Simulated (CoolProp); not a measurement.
A single-stage vapour-compression cycle with the fluid: evaporating at 260.15 K (dew point), condensing at 323.15 K (bubble point), superheat 0 K, subcooling 0 K, compressor efficiency 0.65, no pressure losses. The same conditions are run with several fluids, on thermodynamics alone (safety and materials aside).

Computed with CoolProp (reference Helmholtz-energy equation of state of each fluid (R125: Lemmon 2005; R134a: Tillner-Roth 1994; propylene: Lemmon 2013; propane: Lemmon 2009; CH2F2 (R32): Tillner-Roth 1997; R1233zd(E): Akasaka 2022)).

```csv
fluid,cooling COP,pressure ratio,discharge temperature (K),refrigerating effect (kJ/kg),volumetric capacity (kJ/m³)
R125,1.33,5.83,338.5,[?],1530
R134a,1.85,7.41,350.8,119,1070
propylene,1.82,5.29,358.4,231,[?]
propane,1.81,5.49,[?],223,1550
CH2F2 (R32),1.82,5.99,407.2,215,3070
R1233zd(E),2.05,11.1,348.7,135,219
```

Question: What belongs in the gaps?

Answer: 
- R125, refrigerating effect (kJ/kg): 55.9
- propylene, volumetric capacity (kJ/m³): 1920
- propane, discharge temperature (K): 349.6
